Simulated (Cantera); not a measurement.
A Cantera script and what it prints.

```python
import numpy as np
import cantera as ct

gas_names = """
    H HI HO2 H2 H2O H2O2 I I2 Mg MgH MgI MgI2 MgO MgOH MgO2H2 Mg2 O OH O2 O3
""".split()
cond_names = """
    H2O(s) H2O(L) I2(cr) I2(L) Mg(cr) Mg(L) MgI2(s) MgI2(L) MgO(s) MgO(L) MgO2H2(s)
""".split()


# ... load() reads the species with a 1 bar reference pressure and builds the phases ...
atoms = {
    'MgO': {'Mg': 1, 'O': 1},
    'HI': {'H': 1, 'I': 1},
}
top_T = {}  # K; cautious upper limits of use, not melting points


# ... equilibrate(T, P, feed) seeds the gas with the atoms and calls Mixture.equilibrate('TP', solver="vcs", rtol=1e-11, max_steps=5000) ...
results = []
feed = {'MgO': 1, 'HI': 0.35}  # mol
T = 900  # K
P = 56000  # Pa
mix = equilibrate(T, P, feed)
results.append((T, P, feed, dict(zip(mix.species_names, mix.species_moles))))
print(gas.report(threshold=0.001))
for i in range(1, mix.n_phases):
    print(f"{mix.phase(i).name:16s} {mix.phase_moles(i):12.5e} mol")
```

It prints:

```
       temperature   900 K
          pressure   56000 Pa
           density   0.95335 kg/m^3
  mean mol. weight   127.39 kg/kmol
   phase of matter   gas

                          1 kg             1 kmol
                     ---------------   ---------------
          enthalpy        3.6201e+05        4.6117e+07  J
   internal energy        3.0327e+05        3.8634e+07  J
           entropy            1956.6        2.4926e+05  J/K
    Gibbs function        -1.399e+06       -1.7822e+08  J
 heat capacity c_p            257.63             32820  J/K
 heat capacity c_v            192.37             24506  J/K

                      mass frac. Y      mole frac. X     chem. pot. / RT
                     ---------------   ---------------   ---------------
                HI           0.73971            0.7367           -23.768
                H2         0.0020174           0.12748            -19.89
               H2O        0.00026084         0.0018445           -63.737
                 I         0.0092738         0.0093094           -13.824
                I2           0.24471           0.12282           -27.647
              MgI2         0.0040268         0.0018445           -69.668
     [  +14 minor]        5.2607e-12        5.9835e-11

I2(L)             0.00000e+00 mol
Mg(cr)            0.00000e+00 mol
MgI2(s)           0.00000e+00 mol
MgO(s)            9.99351e-01 mol
MgO2H2(s)         0.00000e+00 mol
```

Method: chemical equilibrium by Gibbs-energy minimisation in Cantera with the NASA 1993 tables (ideal gas, pure condensed phases).
